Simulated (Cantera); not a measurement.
## Thermodynamics of silicon etching in halogen gases, feed Si + NF3

Charge: 1 mol Si, 3 mol NF3, at 100000 Pa.

Equilibrium computed with Cantera from the NASA thermochemical tables; the gas is ideal and each condensed phase is pure. Candidate condensed phases: Si, Si3N4; 16 gas species. The numbers say what is thermodynamically allowed, not how fast it happens.

```csv
T (°C),x NF3,x F2,x SiF4,x N2,x F
450,0.466,0.0338,0.293,0.207,0.000413
500,0.419,0.0795,0.284,0.216,0.00153
550,0.342,0.155,0.268,0.231,0.00461
600,0.243,0.248,0.247,0.250,0.0116
650,0.148,0.333,0.227,0.267,0.0248
700,0.0792,0.386,0.211,0.277,0.0463
750,0.0389,0.403,0.200,0.281,0.0778
800,0.0183,0.391,0.192,0.278,0.121
```
x: gas mole fraction; nothing condenses.

From 450 °C to 800 °C nothing is condensed. The main Si-bearing gas is SiF4 throughout.
